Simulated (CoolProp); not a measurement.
Properties of methane along the isotherm 111.8 K.

Computed with CoolProp (reference Helmholtz-energy equation of state, Setzmann 1991).

| p (bar) | phase | Z | speed of sound (m/s) | Joule-Thomson coefficient (K/MPa) | viscosity (µPa s) | Prandtl number | fugacity coefficient |
|---|---|---|---|---|---|---|---|
| 4.6 | liquid | 0.01879 | 1340 | … | … | 2.21 | 0.2181 |
| 9.2 | liquid | 0.03754 | 1345 | -0.4193 | 118 | 2.22 | 0.1111 |
| 13.8 | liquid | 0.05626 | 1349 | -0.4213 | 118 | 2.22 | 0.07548 |
| 18.4 | liquid | 0.07493 | 1353 | -0.4232 | 119 | 2.22 | 0.05768 |
| 23 | liquid | 0.09357 | 1358 | -0.4250 | 120 | 2.22 | … |
| 27.6 | liquid | 0.1122 | 1362 | -0.4268 | 120 | 2.23 | 0.03992 |
| 32.2 | liquid | 0.1307 | 1366 | -0.4286 | 121 | 2.23 | 0.03486 |
| 36.8 | liquid | 0.1493 | 1370 | -0.4303 | 121 | 2.23 | 0.03108 |
| 41.4 | liquid | 0.1678 | 1374 | -0.4320 | 122 | 2.23 | 0.02815 |
| 46 | liquid | 0.1862 | 1378 | -0.4337 | 123 | 2.24 | 0.02581 |
| 50.6 | liquid | 0.2047 | 1382 | -0.4353 | 123 | 2.24 | 0.02390 |
| 55.2 | liquid | … | 1386 | -0.4369 | 124 | 2.24 | 0.02232 |
| 59.8 | liquid | 0.2414 | 1390 | -0.4385 | 125 | 2.24 | 0.02099 |
| 64.4 | liquid | 0.2598 | 1394 | -0.4400 | 125 | 2.25 | … |
| 69 | liquid | … | 1398 | -0.4415 | 126 | 2.25 | 0.01888 |

Q: Some entries are withheld; supply them.

A: 
- 4.6, Joule-Thomson coefficient (K/MPa): -0.4174
- 4.6, viscosity (µPa s): 117
- 23, fugacity coefficient: 0.04701
- 55.2, Z: 0.2231
- 64.4, fugacity coefficient: 0.01986
- 69, Z: 0.2781

Viscosity comes from a separate model (Quiñones-Cisneros 2006). Thermal conductivity comes from a separate model (Friend 1989).
